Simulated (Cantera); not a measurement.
Charge: 1 mol HMDSO, 0.21 mol O3, 0.8 mol O2, equilibrated at 1450 K and 20.0 Pa.

Equilibrium computed with Cantera from the NASA thermochemical tables; the gas is ideal and each condensed phase is pure. Candidate condensed phases: C, C6H6, C7H8, C8H18, H2O, Si, SiC, SiO2; 123 gas species. The feed counts by its element totals alone. Equilibrium is a limit: real reactors are often held back by kinetics, nucleation or transport.

Base state: H2 0.735, CO 0.264, H 0.000573, SiO 0.000416 (mole fractions); condensed: C(graphite) + SiC(s).

Q: What changes in the equilibrium state with this change: HMDSO replaced by TEOS?

A: 
| species | before | after |
|---|---|---|
| H2 | 0.735 | 0.616 |
| CO | 0.264 | 0.383 |
| SiO | 0.000416 | 0.000605 |
| H | 0.000573 | 0.000525 |
| C(graphite), mol | 0.780 | 0.790 |
| SiC(s), mol | 1.99 | 0.990 |
